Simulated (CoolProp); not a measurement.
Cyclopentane at 449.62 K and 8.76 MPa is throttled through a valve to 4.29 MPa with no heat exchange. Each further row changes one setting.

Model: reference Helmholtz-energy equation of state, Gedanitz 2015, in CoolProp.

```tsv
case	temperature change (K)	final phase	final density (kg/m³)
as stated	-0.4	liquid	___
outlet pressure 1.29 MPa	-21.1	two-phase, vapour fraction 0.187	___
outlet pressure 5.58 MPa	___	liquid	___
```

**Question.** What belongs in the gaps?

**Answer.** 
- as stated, final density (kg/m³): 566
- outlet pressure 1.29 MPa, final density (kg/m³): 139
- outlet pressure 5.58 MPa, temperature change (K): -0.2
- outlet pressure 5.58 MPa, final density (kg/m³): 572
